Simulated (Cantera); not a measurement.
A jet of CH4 : O2 : N2 = 0.066 : 0.12 : 0.79 (molar parts), equivalence ratio 1.1 at 300 K and 26.3 Torr hits a platinum plate 3.2 cm away at a mass flux of 0.02 kg/m²/s; the plate temperature is set and raised in steps from an oxygen-covered start.

Computed with Cantera and Deutschmann's 1995 Pt surface mechanism with GRI-Mech 3.0 gas chemistry. Catalytic surfaces can have several steady states; this one follows from the mechanism file's or the stated starting coverage.

One state of this run: wall x CH4 = 0.00689; wall x O2 = 0.00431; wall x H2O = 0.111; wall x OH = 4.95e-8; wall x CO = 0.0195; wall x CO2 = 0.0515; θ free Pt = 0.990; θ O* = 0.000201; θ OH* = 2.97e-5; θ CO* = 0.00966. x: mole fraction at the wall; θ: surface coverage.

Which value of plate T (K) does it belong to?
(A) 900
(B) 1250
(C) 1000
(D) 1100

D, 1100
